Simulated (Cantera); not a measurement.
A closed system holds: 1 mol SiH2Cl2, 1.7 mol NH3, 3 mol N2, at 0.0133 bar.

These are equilibrium values from Cantera (NASA tables, ideal gas, pure condensed phases), not measurements of a reactor. Candidate condensed phases: NH4Cl, Si, Si3N4; 28 gas species. The numbers say what is thermodynamically allowed, not how fast it happens.

Over these rows the condensed part is Si3N4(s). Partial pressures as log10 of bar:

| T (K) | 1000/T (1/K) | log p SiCl4 | log p N2 | log p H2 | log p HCl |
|---|---|---|---|---|---|
| 773 | 1.2937 | -3.92 | -2.25 | -2.33 | -2.53 |
| 973 | 1.0277 | -4.25 | -2.26 | -2.35 | -2.49 |
| 1173 | 0.8525 | -4.49 | -2.26 | -2.35 | -2.48 |
| 1373 | 0.7283 | -4.74 | -2.26 | -2.35 | -2.49 |
| 1573 | 0.6357 | ? | -2.25 | -2.32 | -2.62 |
| 1773 | 0.5640 | -6.77 | -2.23 | -2.29 | -2.90 |

### Question
Fit log p(SiCl4) = a + b·(1000/T) to the five rows, give the apparent enthalpy, and predict the row at 1573 K.

### Answer
Means: 1000/T = 0.8932, log p = -4.834. Sxy = 1.052435, Sxx = 0.3157116, so b = 3.33 and a = -4.834 − (3.33)×0.8932 = -7.81.
Apparent enthalpy: −19.145 × (3.33) = -64 kJ/mol. With the condensed phases at unit activity, 1/3 Si3N4(s) + 4 HCl(g) = SiCl4(g) + 2/3 N2(g) + 2 H2(g) links this pressure to the main gases: over the six rows their terms move log p by -1.57 in all, so the slope isn't that reaction's ΔH° alone. The five rows lie within 0.84 of the line; that is curvature, so one enthalpy describes this range poorly.
Prediction at 1573 K: -7.81 + (3.33)×0.6357 = -5.69. The computed value is -5.45, 0.24 from the line.
